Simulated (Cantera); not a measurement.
A perfectly stirred reactor is fed with CH4 : C2H6 : C3H8 : O2 : N2 : H2O = 1 : 0.1 : 0.2 : 6.7 : 25.2 : 1.4 (molar parts), equivalence ratio 0.50, at 0.820 bar; it is adiabatic with a 323 K inlet, and is followed from long to short residence time, starting on the burning branch (τ in s: 0.025, 0.0098, 0.0038, 0.0015, 0.00058, 0.00023, 8.8e-05, 3.4e-05, 1.3e-05, 5.2e-06).

Detailed kinetics in Cantera: GRI-Mech 3.0 (53 species, 325 reactions). GRI-Mech 3.0 was tuned for natural gas; its chemistry of propane as a main component is partial and can be far from experiment.

Problem. Predict: blow-out, bracketed by the residence times tried; x(CH4) at τ = 25.0 ms; x(C2H6) at τ = 25.0 ms; x(C3H8) at τ = 25.0 ms; x(H2O2) at τ = 25.0 ms; x(H2) at τ = 25.0 ms; x(CH4) at τ = 0.230 ms; x(C2H6) at τ = 0.230 ms; x(C3H8) at τ = 0.230 ms.

Solution. 
```
Property                                                                      Result
------------------------------------------------  ----------------------------------
blow-out, bracketed by the residence times tried  burning at 3.80 ms, out at 1.50 ms
x(CH4) at τ = 25.0 ms                                                        5.42e-5
x(C2H6) at τ = 25.0 ms                                                       1.43e-6
x(C3H8) at τ = 25.0 ms                                                       3.05e-6
x(H2O2) at τ = 25.0 ms                                                       4.01e-7
x(H2) at τ = 25.0 ms                                                        0.000161
x(CH4) at τ = 0.230 ms                                                        0.0289
x(C2H6) at τ = 0.230 ms                                                      0.00289
x(C3H8) at τ = 0.230 ms                                                      0.00578
```
